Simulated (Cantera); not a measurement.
Cantera run:

```python
import numpy as np
import cantera as ct

gas_names = [...]  # 131 gases of nasa_gas.yaml made of C, H, O
cond_names = """
    C(gr) C6H6(L) C7H8(L) C8H18(L),n-octa H2O(s) H2O(L)
""".split()


# ... load() reads the species with a 1 bar reference pressure and builds the phases ...
atoms = {
    'C': {'C': 1},
    'CO2': {'C': 1, 'O': 2},
    'H2': {'H': 2},
    'O2': {'O': 2},
}
top_T = {'C(gr)': 4500}  # K; cautious upper limits of use, not melting points


# ... equilibrate(T, P, feed) seeds the gas with the atoms and calls Mixture.equilibrate('TP', solver="vcs", rtol=1e-11, max_steps=5000) ...
results = []
feed = {'C': 1, 'CO2': 3.7, 'H2': 42, 'O2': 0.016}  # mol
P = 13332.2  # Pa
for T in [2500, 2750, 3000, 3250, 3500, 3750, 4000, 4250, 4500, 4750, 5000]:
    mix = equilibrate(T, P, feed)
    results.append((T, P, feed, dict(zip(mix.species_names, mix.species_moles))))

top = {s: max(r[3][s] / sum(r[3][g] for g in gas_names) for r in results) for s in gas_names}
cols = sorted((s for s in top if top[s] > 1e-05), key=lambda s: -top[s])[:6]
seen = [c for c in cond_names if any(r[3].get(c, 0) > 1e-12 for r in results)]
print("log10 of partial pressures in bar; condensed amounts in mol")
print(f"{'T/K':>10s}" + "".join(f"{s[:9]:>10s}" for s in cols + seen))
for T, P, feed, n in results:
    ng = sum(n[g] for g in gas_names)
    print(f"{T:10.4g}" + "".join(f"{np.log10(max(n[s] / ng * P / 1e5, 1e-99)):10.3f}" for s in cols)
          + "".join(f"{n.get(c, 0):10.4g}" for c in seen))
```

Output:

```
log10 of partial pressures in bar; condensed amounts in mol
       T/K         H        H2        CO       H2O         O        OH
      2500    -2.089    -0.980    -1.891    -2.137    -5.222    -3.931
      2750    -1.681    -1.031    -1.913    -2.181    -4.249    -3.401
      3000    -1.370    -1.136    -1.955    -2.297    -3.455    -3.009
      3250    -1.153    -1.320    -2.018    -2.580    -2.874    -2.816
      3500    -1.024    -1.591    -2.082    -3.126    -2.564    -2.896
      3750    -0.960    -1.923    -2.125    -3.855    -2.454    -3.173
      4000    -0.933    -2.271    -2.146    -4.612    -2.420    -3.507
      4250    -0.922    -2.604    -2.156    -5.325    -2.408    -3.834
      4500    -0.917    -2.911    -2.161    -5.975    -2.403    -4.135
      4750    -0.915    -3.190    -2.165    -6.561    -2.397    -4.407
      5000    -0.914    -3.444    -2.174    -7.081    -2.383    -4.644
```

Equilibrium computed with Cantera from the NASA thermochemical tables; the gas is ideal and each condensed phase is pure.
